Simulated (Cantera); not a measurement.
A perfectly stirred reactor is fed with 5.25 % C3H8, 17.5 % O2, 65.7 % N2, 11.6 % CO2, equivalence ratio 1.5, at 0.710 bar; it is adiabatic with a 525 K inlet, and is followed from long to short residence time, starting on the burning branch (τ in s: 0.033, 0.014, 0.0061, 0.0027, 0.0011, 0.00049, 0.00021, 9.2e-05, 4e-05, 1.7e-05, 7.4e-06).

Model: GRI-Mech 3.0 (53 species, 325 reactions), integrated in Cantera. GRI-Mech 3.0 was tuned for natural gas; its chemistry of propane as a main component is partial and can be far from experiment.

Task: Predict: blow-out, bracketed by the residence times tried; x(C3H8) at τ = 33.0 ms; x(O2) at τ = 33.0 ms; x(CO2) at τ = 33.0 ms; x(CH2) at τ = 33.0 ms; x(CH2O) at τ = 33.0 ms; x(C3H8) at τ = 0.490 ms; x(O2) at τ = 0.490 ms; x(CO2) at τ = 0.490 ms; x(CH2) at τ = 0.490 ms; x(CH2O) at τ = 0.490 ms.

Result: 
```
Quantity                                                                        Result
------------------------------------------------  ------------------------------------
blow-out, bracketed by the residence times tried  burning at 0.490 ms, out at 0.210 ms
x(C3H8) at τ = 33.0 ms                                                         2.03e-6
x(O2) at τ = 33.0 ms                                                          0.000317
x(CO2) at τ = 33.0 ms                                                            0.121
x(CH2) at τ = 33.0 ms                                                          1.36e-6
x(CH2O) at τ = 33.0 ms                                                         3.62e-6
x(C3H8) at τ = 0.490 ms                                                       0.000149
x(O2) at τ = 0.490 ms                                                           0.0115
x(CO2) at τ = 0.490 ms                                                           0.117
x(CH2) at τ = 0.490 ms                                                         3.29e-5
x(CH2O) at τ = 0.490 ms                                                       0.000136
```
